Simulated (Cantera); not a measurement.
Feed: 1 mol Fe3O4, 4.9 mol CH4, 3.1 mol H2, at 3680 Torr.

These are equilibrium values from Cantera (NASA tables, ideal gas, pure condensed phases), not measurements of a reactor. Candidate condensed phases: C, C6H6, C7H8, C8H18, Fe, Fe(CO)5, FeO, Fe(OH)2, Fe(OH)3, Fe2O3, Fe3O4, H2O; 114 gas species. Iron dissolves carbon and melts from about 1420 K in contact with it, which pure phases cannot show. Condensed phases not in the tables: cementite and carbon dissolved in iron. Kinetics and transport are ignored. All values below are at 1200 °C.

Base state: H2 0.753, CO 0.237, CH4 0.00816, H2O 0.00183, CO2 0.000233 (mole fractions); condensed: C(graphite) + Fe(γ).

**Question.** What changes in the equilibrium state with this change: pressure from 3680 Torr to 25.5 Torr?

**Answer.** 
```csv
species,before,after
H2,0.753,0.763
CO,0.237,0.237
H,4.96e-6,5.99e-5
CH4,0.00816,5.81e-5
H2O,0.00183,1.29e-5
CO2,0.000233,1.61e-6
"C(graphite), mol",0.798,0.899
"Fe(γ), mol",3.00,3.00
```
